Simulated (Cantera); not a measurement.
Charge: 1 mol Al, 23 mol N₂, 66 mol H₂, at 4200 Pa.

Method: chemical equilibrium by Gibbs-energy minimisation in Cantera with the NASA 1993 tables (ideal gas, pure condensed phases). Candidate condensed phases: Al, AlN; 13 gas species. Kinetics and transport are ignored.

Q: At 1850 K, list the 5 most abundant gas species with their mole fractions, and the condensed phases.

A: H₂ 0.744, N₂ 0.254, H 0.00227, Al 0.000217, AlH 1.53e-5. Condensed: AlN(s).
